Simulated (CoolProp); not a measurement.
Octamethyltrisiloxane (MDM) along the isobar 0.848 MPa: Z from the reference equation and from simpler models built on Tc = 292.2 °C, pc = 1.438 MPa, ω = 0.528; each cubic takes its own stable root.

Model: reference Helmholtz-energy equation of state, Thol 2017, in CoolProp.

| T (°C) | phase | reference |
|---|---|---|
| 151.05 | liquid | 0.08360 |
| 162.65 | liquid | 0.08314 |
| 174.25 | liquid | 0.08286 |
| 185.85 | liquid | 0.08278 |
| 197.45 | liquid | 0.08292 |
| 209.05 | liquid | 0.08334 |
| 220.65 | liquid | 0.08410 |
| 232.25 | liquid | 0.08533 |
| 243.85 | liquid | 0.08726 |
| 255.45 | liquid | 0.09043 |
| 267.05 | gas | 0.6787 |
| 278.65 | gas | 0.7197 |
| 290.25 | gas | 0.7519 |
| 301.85 | gas | 0.7783 |

Task: How far does each simpler model (van der Waals, Redlich-Kwong, Soave-Redlich-Kwong, Peng-Robinson) lie from the reference over these 14 states: mean and median of the absolute difference, and the worst?

Result: 
- van der Waals: mean 188.2 %, median 69.7 %, worst +711.7 % at 243.85 °C and 0.848 MPa
- Redlich-Kwong: mean 105.3 %, median 20.2 %, worst +654.5 % at 255.45 °C and 0.848 MPa
- Soave-Redlich-Kwong: mean 8.9 %, median 9.9 %, worst +18.4 % at 255.45 °C and 0.848 MPa
- Peng-Robinson: mean 2.3 %, median 2.1 %, worst +4.8 % at 255.45 °C and 0.848 MPa

At some of these states van der Waals, Redlich-Kwong gives the other phase, because its saturation line lies elsewhere.
